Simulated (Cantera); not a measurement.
What does this Cantera script print?

```python
import numpy as np
import cantera as ct

gas = ct.Solution("gri30.yaml")
gas.TPX = 1248, 680, {'H2': 0.039, 'O2': 1}
inlet = ct.Reservoir(gas, clone=True)

reactor = ct.IdealGasConstPressureReactor(gas, energy="off", clone=False)
exhaust = ct.Reservoir(gas, clone=True)
tau = [19, 5.3, 1.5, 0.43, 0.12, 0.035, 0.01, 0.0029, 0.00082][0]
for a, b in ((inlet, reactor), (reactor, exhaust)):
    ct.MassFlowController(a, b, mdot=lambda t: reactor.mass / tau)
net = ct.ReactorNet([reactor])
show = ['H2', 'O2', 'H2O2', 'O', 'H2O']

rows = []
print(f"{'tau/s':>10s}{'T/K':>9s}" + "".join(f"{s:>11s}" for s in show))
for tau in [19, 5.3, 1.5, 0.43, 0.12, 0.035, 0.01, 0.0029, 0.00082]:
    net.initial_time = 0.0
    net.advance(30 * tau)
    before = gas.X
    net.advance(40 * tau)
    drift = np.max(np.abs(gas.X - before) / (gas.X + 1e-9))
    rows.append([gas.T, *gas[show].X, drift])
    print(f"{tau:10.3e}{gas.T:9.1f}" + "".join(f"{x:11.3e}" for x in gas[show].X))
```

Output:

```
     tau/s      T/K         H2         O2       H2O2          O        H2O
 1.900e+01   1248.0  3.701e-05  9.601e-01  1.648e-08  1.308e-03  3.780e-02
 5.300e+00   1248.0  8.112e-05  9.582e-01  2.214e-08  2.955e-03  3.748e-02
 1.500e+00   1248.0  1.700e-04  9.546e-01  2.742e-08  6.287e-03  3.689e-02
 4.300e-01   1248.0  3.324e-04  9.483e-01  3.143e-08  1.194e-02  3.588e-02
 1.200e-01   1248.0  6.162e-04  9.406e-01  3.455e-08  1.889e-02  3.440e-02
 3.500e-02   1248.0  1.168e-03  9.355e-01  3.975e-08  2.315e-02  3.275e-02
 1.000e-02   1248.0  2.688e-03  9.346e-01  5.291e-08  2.315e-02  3.025e-02
 2.900e-03   1248.0  6.978e-03  9.381e-01  7.518e-08  1.907e-02  2.525e-02
 8.200e-04   1248.0  1.861e-02  9.475e-01  7.567e-08  1.064e-02  1.462e-02
```

Cantera simulation using GRI-Mech 3.0 (53 species, 325 reactions); the numbers are that mechanism's predictions, not measurements. Radical loss at walls, strong at low pressure, is not modelled. The temperature is held fixed by assumption; the heat of reaction is taken as removed at once.
